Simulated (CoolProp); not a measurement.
Vapour-liquid equilibrium of isohexane (1) + n-heptane (2) at 291.6 K; x and y are mole fractions of (1).

Computed with CoolProp (multi-fluid Helmholtz-energy mixture model, Lemmon 2006 and Span 2003; pair parameters Bell 2016).

Q: Give the bubble pressure and the first vapour's composition at x = 0.2, 0.35, 0.725. Is there an azeotrope?

A: x = 0.2: 0.07781 bar, y = 0.549; x = 0.35: 0.1029 bar, y = 0.721; x = 0.725: 0.1663 bar, y = 0.926. No azeotrope shows between x = 0.05 and 0.95.

The pair parameters rest on a limited set of measurements; away from them the model extrapolates. The gap from Raoult's law changes sign with composition, which may be real or a fault of the pair parameters; it wasn't checked against measurements.
